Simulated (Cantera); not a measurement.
Feed: 1 mol borazine, 0.69 mol O₂, 0.27 mol H₂, at 0.133 bar.

These are equilibrium values from Cantera (NASA tables, ideal gas, pure condensed phases), not measurements of a reactor. Candidate condensed phases: B, BN, B₂O₃, B₃O₃H₃, H₂O; 39 gas species. The feed counts by its element totals alone. Mutual solubility and eutectic melting of coexisting phases are not modelled. The tables' values for BH₂ are old estimates; treat these amounts as uncertain. Gases not in the tables: H₃BO₃. Kinetics and transport are ignored.

x: gas mole fraction; n: condensed amount in mol.

| T (K) | x H₂ | x N₂ | x HBO | x B₂O₃ | x B₂O₂ | x HBO₂ | x BO | n BN(s) | n B₂O₃(l) |
|---|---|---|---|---|---|---|---|---|---|
| 1673 | 0.855 | 0.121 | 0.00801 | 0.00381 | 0.000368 | 0.0103 | 5.59e-5 | 2.09 | [?] |
| 1723 | 0.840 | 0.120 | 0.0143 | 0.00838 | 0.00108 | 0.0141 | 0.000152 | 2.08 | [?] |
| 1773 | 0.814 | 0.119 | 0.0247 | 0.0176 | 0.00299 | 0.0189 | 0.000391 | 2.07 | [?] |
| 1823 | 0.770 | 0.118 | 0.0406 | 0.0352 | 0.00781 | 0.0246 | 0.000954 | 2.04 | [?] |
| 1873 | 0.716 | 0.118 | 0.0603 | 0.0563 | 0.0170 | 0.0275 | 0.00208 | 1.98 | 0 |
| 1923 | 0.702 | 0.123 | 0.0738 | 0.0494 | 0.0238 | 0.0215 | 0.00356 | 1.93 | 0 |
| 1973 | 0.687 | 0.127 | 0.0874 | 0.0410 | 0.0316 | 0.0163 | 0.00580 | 1.88 | 0 |
| 2023 | 0.671 | 0.132 | 0.100 | 0.0320 | 0.0393 | 0.0119 | 0.00902 | 1.82 | 0 |
| 2073 | 0.656 | 0.136 | 0.111 | 0.0233 | 0.0460 | 0.00839 | 0.0134 | 1.77 | 0 |

Task: Some entries are withheld; supply them.

Result: 
- 1673, n B₂O₃(l): 0.407
- 1723, n B₂O₃(l): 0.369
- 1773, n B₂O₃(l): 0.300
- 1823, n B₂O₃(l): 0.171
